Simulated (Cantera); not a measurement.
Input (Python, Cantera):

```python
import numpy as np
import cantera as ct

gas = ct.Solution("gri30.yaml")


def delay(T, t_max=10):
    gas.TPX = T, 1800000, {'CH4': 1, 'C2H6': 0.17, 'O2': 2, 'N2': 7.39}
    reactor = ct.IdealGasConstPressureReactor(gas, clone=False)
    net = ct.ReactorNet([reactor])
    net.rtol, net.atol = 1e-8, 1e-16
    while net.time < t_max:
        t_old, T_old = net.time, reactor.T
        net.step()
        if reactor.T > T + 400:  # ignition: a rise of 400 K
            return t_old + (T + 400 - T_old) / (reactor.T - T_old) * (net.time - t_old)
    return np.nan


taus = []
for T in [1000, 1075, 1150, 1225, 1300, 1375, 1450, 1525]:
    taus.append(delay(T))
    print(f"T0 = {T:6g} K   tau = {taus[-1]:.4e} s")
```

Output:

```
T0 =   1000 K   tau = 1.3628e-02 s
T0 =   1075 K   tau = 3.2765e-03 s
T0 =   1150 K   tau = 9.8672e-04 s
T0 =   1225 K   tau = 3.5868e-04 s
T0 =   1300 K   tau = 1.5286e-04 s
T0 =   1375 K   tau = 7.3793e-05 s
T0 =   1450 K   tau = 3.8894e-05 s
T0 =   1525 K   tau = 2.1729e-05 s
```

Model: GRI-Mech 3.0 (53 species, 325 reactions), integrated in Cantera. The pressure lies above the range GRI-Mech 3.0 was tuned for (to about 10 atm).
